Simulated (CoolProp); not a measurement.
Vapour-liquid equilibrium of CHF3 (R23) (1) + sulfur hexafluoride (2) at 231.3 K; x and y are mole fractions of (1).

The numbers come from the multi-fluid Helmholtz-energy mixture model, Penoncello 2003 and Guder 2009; pair parameters Bell 2016 in CoolProp.

```csv
x,bubble pressure (bar),y at the bubble point,dew pressure at overall composition x (bar),liquid density (mol/L)
0.05,3.986,0.223,3.327,12.51
0.125,4.857,0.387,3.587,12.74
0.2,5.444,(withheld),3.887,13.00
0.275,5.852,0.533,4.234,(withheld)
0.35,6.148,0.576,4.635,13.59
0.425,6.372,0.611,5.097,13.94
0.5,6.548,0.644,5.613,14.32
0.575,6.688,0.677,(withheld),14.75
0.65,6.796,0.712,6.577,15.23
0.725,6.867,0.752,6.825,15.76
0.8,6.893,0.800,6.893,16.35
0.875,6.858,0.859,6.838,17.01
0.95,6.737,0.935,6.706,17.73
```

Q: What belongs in the gaps?

A: 
- 0.2, y at the bubble point: 0.476
- 0.275, liquid density (mol/L): 13.28
- 0.575, dew pressure at overall composition x (bar): 6.141

y crosses x between x = 0.725 and 0.8: the model has an azeotrope there.

Pair parameters are fitted to limited data, so mixtures are less certain than the pure fluids.
